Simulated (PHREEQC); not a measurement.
1 kg of water holding 0.014 mol/kgw Na2B4O7, 0.0032 mol/kgw Na2CO3 and 0.014 mol/kgw KCl is evaporated at 25 °C; the solids stay in contact with the brine. CO2 from the air is kept out. Solids allowed: Halite, Kalicinite, Nahcolite, Natron, Sylvite, Trona, Borax, Boric_acid,s, KB5O8:4H2O, K2B4O7:4H2O, NaBO2:4H2O, NaB5O8:5H2O, Teepleite. Others were left out.

The numbers come from PHREEQC with the Pitzer model, pitzer.dat.

```tsv
water left (kg)	ionic strength	water activity	Borax (mol)
1	0.0490	0.998	0
0.6756	0.0731	0.997	0
0.5553	0.0895	0.997	0
0.3753	0.135	0.995	0
0.3085	0.166	(withheld)	0
0.2087	0.252	0.992	0
0.1412	0.384	0.989	0
0.1163	0.474	0.988	0
0.07871	0.683	0.984	0.00106
0.06455	0.747	(withheld)	0.00334
0.04335	0.922	0.978	0.00675
0.0355	1.04	0.975	0.00800
0.02373	1.37	0.967	0.00988
0.01579	1.87	0.955	0.0112
0.01284	2.22	(withheld)	0.0116
0.008425	3.20	0.922	0.0123
0.006794	3.88	0.904	0.0126
0.004338	5.88	0.848	0.0130
```

Question: Some entries are withheld; supply them.

Answer: 
- 0.3085, water activity: 0.994
- 0.06455, water activity: 0.982
- 0.01284, water activity: 0.946
